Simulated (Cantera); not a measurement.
Input: 1 mol TiO2, 290 mol H2, 0.16 mol H2O, held at 1300 °C and 13.3 mbar.

Cantera equilibrium calculation (NASA polynomials, part measured and part estimated; ideal gas, pure solids and liquids). Candidate condensed phases: H2O, Ti, TiO, TiO2, Ti2O3, Ti3O5, Ti4O7; 12 gas species. Equilibrium is a limit: real reactors are often held back by kinetics, nucleation or transport.

Task: What is the equilibrium state?

Result: 
```
Item                                     Value
-----------------------------------  ---------
x(H2)                                    0.998
x(H2O)                                 0.00170
x(H)                                  0.000352
n(Ti3O5(s))                          0.333 mol
gas amount                           290.2 mol
log10 activity of Ti2O3(s) (absent)      -0.17
log10 activity of Ti4O7(s) (absent)      -0.22
log10 activity of Ti(β) (absent)         -6.13
```
